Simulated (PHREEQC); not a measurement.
Dissolve 0.093 mol NaHSO4 and 0.00016 mol KOH per kg of water at 25 °C. Closed to the air; pH follows from the charge balance.

All values are PHREEQC results (ion-association model, phreeqc.dat), not measurements.

The pH comes out as 1.47, the ionic strength comes out as 0.167 mol/kgw and the specific conductance comes out as 21300 µS/cm. The density is 1.006 g/cm³ and the total alkalinity is -92.8 meq/kg.

```tsv
species	molality	activity	log γ
Na+	0.0879	0.0665	-0.121
HSO4-	0.0507	0.0382	-0.122
H+	0.0421	0.0339	-0.094
SO4-2	0.0372	0.0116	-0.506
NaSO4-	0.00511	0.00387	-0.121
K+	0.000148	0.000108	-0.139
KSO4-	1.16e-5	8.77e-6	-0.121
```

This is a speciation only: nothing precipitates in the calculation. Complexes and solids missing from the database can't appear.
